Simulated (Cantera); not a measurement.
## Low-pressure radical oxidation in H2/O2

A perfectly stirred reactor is fed with H₂ : O₂ : N₂ = 0.11 : 1 : 0.012 (molar parts), at 1330 Pa; it is held at 1250 K, and followed from long to short residence time.

Cantera simulation using GRI-Mech 3.0 (53 species, 325 reactions); the numbers are that mechanism's predictions, not measurements. Radical loss at walls, strong at low pressure, is not modelled. The temperature is held fixed by assumption; the heat of reaction is taken as removed at once.

| τ (s) | x H₂ | x O₂ | x HO₂ | x H | x H₂O |
|---|---|---|---|---|---|
| 7.0 | 9.49e-5 | 0.884 | 1.10e-6 | 6.20e-5 | 0.102 |
| 3.5 | 0.000148 | 0.883 | 1.47e-6 | 0.000123 | 0.102 |
| 1.8 | 0.000225 | 0.882 | 1.89e-6 | 0.000238 | 0.102 |
| 0.91 | 0.000344 | 0.881 | 2.39e-6 | 0.000463 | 0.101 |
| 0.46 | 0.000522 | 0.878 | 2.91e-6 | 0.000889 | 0.100 |
| 0.23 | 0.000791 | 0.875 | 3.45e-6 | 0.00169 | 0.0991 |
| 0.12 | 0.00115 | 0.870 | 3.93e-6 | 0.00300 | 0.0974 |
| 0.060 | 0.00168 | 0.862 | 4.35e-6 | 0.00528 | 0.0948 |
| 0.031 | 0.00236 | 0.854 | 4.65e-6 | 0.00842 | 0.0915 |
| 0.016 | 0.00326 | 0.846 | 4.84e-6 | 0.0123 | 0.0875 |
| 0.0079 | 0.00459 | 0.838 | 4.94e-6 | 0.0165 | 0.0830 |
x: mole fraction; the columns are a selection and need not sum to one.
